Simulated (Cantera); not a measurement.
A Cantera script and what it prints.

```python
import numpy as np
import cantera as ct

gas_names = """
    C CH CH2 CH3 CH2OH CH3O CH4 CH3OH CO CO2 COOH C2 C2H CHCO,ketyl C2H2,acetylene C2H2,vinylidene
    CH2CO,ketene C2H3,vinyl CH3CO,acetyl C2H4 C2H4O,ethylen CH3CHO,ethanal CH3COOH (HCOOH)2 C2H5 C2H6
    CH3OCH3 C2H5OH C2O C3 C3H3,propargyl C3H4,allene C3H4,propyne C3H4,cyclo- C3H5,allyl C3H6,propylene
    C3H6,cyclo- C3H6O C3H7,n-propyl C3H7,i-propyl C3H8 C3H8O,1propanol C3H8O,2propanol C3O2 C4 C4H2
    C4H4,1,3-cyclo- C4H6,butadiene C4H6,2-butyne C4H6,cyclo- C4H8,1-butene C4H8,cis2-buten
    C4H8,tr2-butene C4H8,isobutene C4H8,cyclo- (CH3COOH)2 C4H9,n-butyl C4H9,i-butyl C4H9,s-butyl
    C4H9,t-butyl C4H10,isobutane C4H10,n-butane C5 C5H6,1,3cyclo- C5H8,cyclo- C5H10,1-pentene
    C5H10,cyclo- C5H11,pentyl C5H11,t-pentyl C5H12,n-pentane C5H12,i-pentane CH3C(CH3)2CH3 C6H2
    C6H5,phenyl C6H5O,phenoxy C6H6 C6H5OH,phenol C6H10,cyclo- C6H12,1-hexene C6H12,cyclo- C6H13,n-hexyl
    C7H7,benzyl C7H8 C7H8O,cresol C7H14,1-heptene C7H15,n-heptyl C7H16,n-heptane C8H8,styrene
    C8H10,ethylbenz C8H16,1-octene C8H17,n-octyl C8H18,isooctane C8H18,n-octane C9H19,n-nonyl
    C10H8,naphthale C10H21,n-decyl C12H9,o-bipheny C12H10,bipheny H HCO HO2 H2 HCHO,formaldehy HCOOH H2O
    H2O2 O OH O2 O3 Ti TiO TiO2
""".split()
cond_names = """
    C(gr) C6H6(L) C7H8(L) C8H18(L),n-octa H2O(s) H2O(L) Ti(a) Ti(b) Ti(L) TiC(s) TiC(L) TiO(a) TiO(b)
    TiO(L) TiO2(ru) TiO2(L) Ti2O3(a) Ti2O3(b) Ti2O3(L) Ti3O5(a) Ti3O5(b) Ti3O5(L) Ti4O7(s) Ti4O7(L)
""".split()


def load(file, names, dense=False):
    # The tables refer to 1 bar. Condensed volumes are neglected.
    table = {s.name: s for s in ct.Species.list_from_file(file)}
    out = []
    for n in names:
        d = dict(table[n].input_data)
        d["thermo"] = dict(d["thermo"], **{"reference-pressure": 1e5})
        if dense:
            d["equation-of-state"] = {"model": "constant-volume", "density": "1e6 g/cm^3"}
        out.append(ct.Species.from_dict(d))
    return out


gas = ct.Solution(thermo="ideal-gas", species=load("nasa_gas.yaml", gas_names))
cond = {s.name: ct.Solution(thermo="fixed-stoichiometry", species=[s], name=s.name)
        for s in load("nasa_condensed.yaml", cond_names, dense=True)}
atoms = {
    'Ti(OiPr)4': {'Ti': 1, 'C': 12, 'H': 28, 'O': 4},
    'H2O': {'H': 2, 'O': 1},
}
top_T = {'C(gr)': 4500}  # K; cautious upper limits of use, not melting points


def equilibrate(T, P, feed):
    n = {}
    for name, mol in feed.items():
        for a, k in atoms[name].items():
            n[a] = n.get(a, 0.0) + k * mol
    gas.TPX = T, P, n
    mass = sum(n.values()) * gas.mean_molecular_weight
    gas.equilibrate("TP")
    valid = [c for c in cond.values() if c.min_temp <= T <= top_T.get(c.name, c.max_temp)]
    mix = ct.Mixture([(gas, mass / gas.mean_molecular_weight)] + [(c, 0.0) for c in valid])
    mix.T, mix.P = T, P
    mix.equilibrate("TP", solver="vcs", rtol=1e-11, max_steps=5000)
    return mix


results = []
feed = {'Ti(OiPr)4': 1, 'H2O': 17}  # mol
T = 1150  # K
P = 13332.2  # Pa
mix = equilibrate(T, P, feed)
results.append((T, P, feed, dict(zip(mix.species_names, mix.species_moles))))
print(gas.report(threshold=0.001))
for i in range(1, mix.n_phases):
    print(f"{mix.phase(i).name:16s} {mix.phase_moles(i):12.5e} mol")
```

It prints:

```
       temperature   1150 K
          pressure   13332 Pa
           density   0.016558 kg/m^3
  mean mol. weight   11.875 kg/kmol
   phase of matter   gas

                          1 kg             1 kmol
                     ---------------   ---------------
          enthalpy       -3.7686e+06       -4.4751e+07  J
   internal energy       -4.5738e+06       -5.4313e+07  J
           entropy             18939         2.249e+05  J/K
    Gibbs function       -2.5549e+07       -3.0339e+08  J
 heat capacity c_p            2872.5             34110  J/K
 heat capacity c_v            2172.3             25796  J/K

                      mass frac. Y      mole frac. X     chem. pot. / RT
                     ---------------   ---------------   ---------------
                CO           0.56197           0.23825           -40.987
               CO2           0.15127          0.040818           -75.325
                H2           0.10168           0.59894           -20.392
               H2O           0.18506           0.12198           -54.729
     [ +109 minor]        1.1111e-05        8.3583e-06

C(gr)             0.00000e+00 mol
Ti(a)             0.00000e+00 mol
TiC(s)            0.00000e+00 mol
TiO(a)            0.00000e+00 mol
TiO2(ru)          1.00000e+00 mol
Ti2O3(b)          0.00000e+00 mol
Ti3O5(b)          0.00000e+00 mol
Ti4O7(s)          0.00000e+00 mol
```

Cantera equilibrium calculation (NASA polynomials, part measured and part estimated; ideal gas, pure solids and liquids). The feed counts by its element totals alone. Gases not in the tables: TiO(OH)2.
